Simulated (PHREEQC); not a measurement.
1 kg of water holding 0.063 mol/kgw CaCl2 and 0.43 mol/kgw NaCl is evaporated at 25 °C; the solids stay in contact with the brine. No CO2 enters from the air. The run lets Halite, Portlandite precipitate or redissolve, and no other solid.

Base run: PHREEQC, Pitzer model, pitzer.dat. Each further column changes one thing. The table gives water activity.

```tsv
H2O removed (mol)	base	temperature from 25 to 75 °C	temperature from 25 to 5 °C
0	0.983	0.983	0.983
24.69	0.969	0.969	0.969
41.44	0.927	0.927	0.928
47.7	0.855	?	0.858
51.17	0.739	?	0.742
53.1	0.724	?	0.726
54.41	0.644	?	0.642
54.9	0.400	?	0.391
```

What belongs in the gaps?


- 47.7, temperature from 25 to 75 °C: 0.857
- 51.17, temperature from 25 to 75 °C: 0.730
- 53.1, temperature from 25 to 75 °C: 0.717
- 54.41, temperature from 25 to 75 °C: 0.651
- 54.9, temperature from 25 to 75 °C: 0.444

 At this temperature some constants are extrapolated from 25 °C, and those without enthalpy data are left unchanged.
